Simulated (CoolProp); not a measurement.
Octamethylcyclotetrasiloxane (D4) along the isobar 0.101 MPa: Z from the reference equation and from simpler models built on Tc = 313.4 °C, pc = 1.347 MPa, ω = 0.598; each cubic takes its own stable root.

Values from CoolProp's reference Helmholtz-energy equation of state, Thol 2015.

```tsv
T (°C)	phase	reference	Redlich-Kwong	Soave-Redlich-Kwong	Peng-Robinson
236.45	gas	0.9535	0.9608	0.9553	0.9521
247.55	gas	0.9573	0.9632	0.9587	0.9556
258.55	gas	0.9606	0.9654	0.9619	0.9588
269.55	gas	0.9636	0.9674	0.9647	0.9617
280.65	gas	0.9664	0.9693	0.9674	0.9644
291.65	gas	0.9689	0.9710	0.9698	0.9668
302.75	gas	0.9712	0.9726	0.9720	0.9691
313.75	gas	0.9732	0.9741	0.9741	0.9712
324.75	gas	0.9751	0.9755	0.9760	0.9732
335.85	gas	0.9769	0.9768	0.9778	0.9750
346.85	gas	0.9784	0.9780	0.9794	0.9767
```
